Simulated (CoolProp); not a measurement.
Model: reference Helmholtz-energy equation of state, Penoncello 2003, in CoolProp.

Task: Give the vapour pressure (bar), liquid density (kg/m³), enthalpy of vaporisation (kJ/kg) of saturated CHF3 (R23) at -89.55, -81.25, -73.05 °C.

Result: 
```
T (°C)  p (bar)  liquid density (kg/m³)  enthalpy of vaporisation (kJ/kg)
------  -------  ----------------------  --------------------------------
-89.55    0.642                    1470                               245
-81.25     1.06                    1440                               239
-73.05     1.66                    1410                               232
```
